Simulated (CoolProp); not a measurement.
A simple Rankine cycle with propyne: condensing at 312.15 K, boiler at 1.99 MPa, turbine inlet 387.4 K, turbine efficiency 0.6, pump efficiency 0.8, no recuperator. Each further row changes one setting.

Model: reference Helmholtz-energy equation of state, Polt 1992, in CoolProp. This equation is an older, rougher fit; its heat capacities, sound speeds and derivatives of the liquid may be far off and weren't checked against measurements.

| case | thermal efficiency (%) | net work (kJ/kg) | heat in (kJ/kg) | turbine exit temperature (K) | volume ratio over the turbine |
|---|---|---|---|---|---|
| as stated | 5.6 | 31.1 | 559 | 355.8 | 2.31 |
| turbine inlet 407.4 K | 5.6 | 33.9 | 601 | 376.9 | 2.29 |
| condensing temperature 304.15 K | 6.8 | 39.2 | 578 | 348.8 | 2.85 |
| boiler pressure 1.39 MPa | 3.4 | 19.4 | 575 | 370.4 | 1.60 |
| turbine efficiency 0.5 | 4.6 | 25.6 | 559 | 358.8 | 2.34 |
